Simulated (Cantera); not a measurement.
Cantera run, input and output.

```python
import numpy as np
import cantera as ct

gas = ct.Solution("gri30.yaml")
gas.TPX = 1350, 101325, {'C3H8': 0.3, 'H2': 1.8}
reactor = ct.IdealGasConstPressureReactor(gas, energy="off", clone=False)
net = ct.ReactorNet([reactor])
net.rtol, net.atol = 1e-08, 1e-18
show = ['C3H8', 'H2', 'C2H2', 'C2H4', 'CH3', 'C2H6', 'C2H']
times = np.geomspace(8e-06, 7, 14)

steps = ct.SolutionArray(gas, extra=["t"])
rows = []
print(f"{'t/s':>10s}{'T/K':>9s}{'P/Pa':>11s}" + "".join(f"{s:>11s}" for s in show))
for t in times:
    while net.time < t:
        t_next = net.step()
        steps.append(gas.state, t=t_next)
    rows.append([np.interp(t, steps.t, y) for y in (steps.T, steps.P, *steps(*show).X.T)])
    print(f"{t:10.3e}{rows[-1][0]:9.1f}{rows[-1][1]:11.4g}" + "".join(f"{x:11.3e}" for x in rows[-1][2:]))
rate = np.gradient(steps.T, steps.t)
print("integrator steps:", len(steps.t))
if steps.T.max() > steps.T[0] + 200:
    print(f"time of steepest temperature rise: {steps.t[rate.argmax()]:.4e} s")
gas.TPX = 1350, 101325, {'C3H8': 0.3, 'H2': 1.8}
gas.equilibrate("TP")
print(f"equilibrium (TP): T = {gas.T:.1f} K  " + "  ".join(f"{s} {gas[s].X[0]:.3e}" for s in show))
```

Result:

```
       t/s      T/K       P/Pa       C3H8         H2       C2H2       C2H4        CH3       C2H6        C2H
 8.000e-06   1350.0  1.013e+05  1.415e-01  8.562e-01  5.159e-08  1.003e-03  3.531e-04  7.156e-05  7.301e-16
 2.292e-05   1350.0  1.013e+05  1.353e-01  8.517e-01  2.423e-06  6.247e-03  7.049e-04  3.937e-04  6.689e-14
 6.565e-05   1350.0  1.013e+05  1.142e-01  8.366e-01  4.315e-05  2.432e-02  7.195e-04  1.562e-03  1.393e-12
 1.881e-04   1350.0  1.013e+05  6.938e-02  8.043e-01  3.971e-04  6.267e-02  5.398e-04  3.568e-03  1.419e-11
 5.388e-04   1350.0  1.013e+05  1.742e-02  7.660e-01  2.352e-03  1.056e-01  2.373e-04  4.329e-03  8.268e-11
 1.543e-03   1350.0  1.013e+05  1.373e-03  7.537e-01  6.732e-03  1.146e-01  6.786e-05  3.295e-03  1.142e-10
 4.421e-03   1350.0  1.013e+05  4.633e-05  7.529e-01  1.228e-02  1.092e-01  3.543e-05  2.552e-03  1.159e-10
 1.267e-02   1350.0  1.013e+05  9.794e-06  7.532e-01  2.216e-02  9.692e-02  3.178e-05  2.088e-03  1.849e-10
 3.628e-02   1350.0  1.013e+05  7.040e-06  7.525e-01  3.764e-02  7.665e-02  2.931e-05  1.629e-03  2.785e-10
 1.039e-01   1350.0  1.013e+05  4.863e-06  7.473e-01  4.884e-02  5.876e-02  2.693e-05  1.223e-03  3.052e-10
 2.978e-01   1350.0  1.013e+05  3.998e-06  7.324e-01  4.751e-02  5.021e-02  2.640e-05  1.021e-03  2.488e-10
 8.530e-01   1350.0  1.013e+05  3.094e-06  7.056e-01  4.013e-02  4.117e-02  2.568e-05  8.109e-04  1.631e-10
 2.444e+00   1350.0  1.013e+05  1.957e-06  6.706e-01  3.017e-02  2.978e-02  2.361e-05  5.671e-04  8.918e-11
 7.000e+00   1350.0  1.013e+05  1.135e-06  6.398e-01  2.108e-02  2.018e-02  2.124e-05  3.854e-04  4.736e-11
integrator steps: 1296
equilibrium (TP): T = 1350.0 K  C3H8 8.620e-07  H2 6.273e-01  C2H2 1.728e-02  C2H4 1.641e-02  CH3 2.022e-05  C2H6 3.212e-04  C2H 3.476e-11
```

Detailed kinetics in Cantera: GRI-Mech 3.0 (53 species, 325 reactions). GRI-Mech 3.0 was tuned for natural gas; its chemistry of propane as a main component is partial and can be far from experiment. GRI-Mech 3.0 stops at C3 and has no aromatics, soot or wall deposition, so with more carbon than oxygen in the feed, carbon stays in small species such as C2H2 where larger ones or solid carbon would form.
